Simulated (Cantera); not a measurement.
What does this Cantera script print?

```python
import numpy as np
import cantera as ct

gas_names = """
    B BH BH2 BH3 BN BO BO2 B2 B2O B2O2 B2O3 B3O3H3 H HBO HBO2 HNO HNO2 HNO3 HO2 H2 H2O H2O2 H3B3O6 N NH
    NH2 NH3 NH2OH NO NO2 NO3 N2 N2H2 N2H4 N2O O OH O2 O3
""".split()
cond_names = """
    B(b) B(L) BN(s) B2O3(L) B3O3H3(cr) H2O(s) H2O(L)
""".split()


# ... load() reads the species with a 1 bar reference pressure and builds the phases ...
atoms = {
    'B2O3': {'B': 2, 'O': 3},
    'NH3': {'N': 1, 'H': 3},
    'H2': {'H': 2},
    'N2': {'N': 2},
}
top_T = {'BN(s)': 3200}  # K; cautious upper limits of use, not melting points


# ... equilibrate(T, P, feed) seeds the gas with the atoms and calls Mixture.equilibrate('TP', solver="vcs", rtol=1e-11, max_steps=5000) ...
results = []
feed = {'B2O3': 1, 'NH3': 0.37, 'H2': 97, 'N2': 9.6}  # mol
P = 540  # Pa
for T in [1775, 1825, 1875, 1925, 1975, 2025, 2075, 2125, 2175, 2225, 2275, 2325]:
    mix = equilibrate(T, P, feed)
    results.append((T, P, feed, dict(zip(mix.species_names, mix.species_moles))))

top = {s: max(r[3][s] / sum(r[3][g] for g in gas_names) for r in results) for s in gas_names}
cols = sorted((s for s in top if top[s] > 0.001), key=lambda s: -top[s])[:7]
seen = [c for c in cond_names if any(r[3].get(c, 0) > 1e-12 for r in results)]
print("log10 of partial pressures in bar; condensed amounts in mol")
print(f"{'T/K':>10s}" + "".join(f"{s[:9]:>10s}" for s in cols + seen))
for T, P, feed, n in results:
    ng = sum(n[g] for g in gas_names)
    print(f"{T:10.4g}" + "".join(f"{np.log10(max(n[s] / ng * P / 1e5, 1e-99)):10.3f}" for s in cols)
          + "".join(f"{n.get(c, 0):10.4g}" for c in seen))
```

It prints:

```
log10 of partial pressures in bar; condensed amounts in mol
       T/K        H2         H        N2        BO       HBO      HBO2       H2O
      1775    -2.319    -4.698    -3.313    -5.483    -4.367    -4.488    -5.077
      1825    -2.320    -4.516    -3.313    -5.315    -4.357    -4.497    -5.004
      1875    -2.322    -4.344    -3.314    -5.158    -4.352    -4.509    -4.936
      1925    -2.324    -4.181    -3.315    -5.015    -4.351    -4.525    -4.871
      1975    -2.326    -4.027    -3.316    -4.883    -4.355    -4.545    -4.810
      2025    -2.330    -3.881    -3.318    -4.764    -4.365    -4.570    -4.753
      2075    -2.335    -3.742    -3.320    -4.658    -4.382    -4.601    -4.700
      2125    -2.341    -3.610    -3.323    -4.564    -4.406    -4.639    -4.651
      2175    -2.348    -3.486    -3.327    -4.481    -4.438    -4.685    -4.608
      2225    -2.358    -3.368    -3.331    -4.411    -4.477    -4.738    -4.570
      2275    -2.370    -3.256    -3.337    -4.351    -4.524    -4.801    -4.539
      2325    -2.385    -3.151    -3.343    -4.302    -4.578    -4.873    -4.515
```

Cantera equilibrium calculation (NASA polynomials, part measured and part estimated; ideal gas, pure solids and liquids).
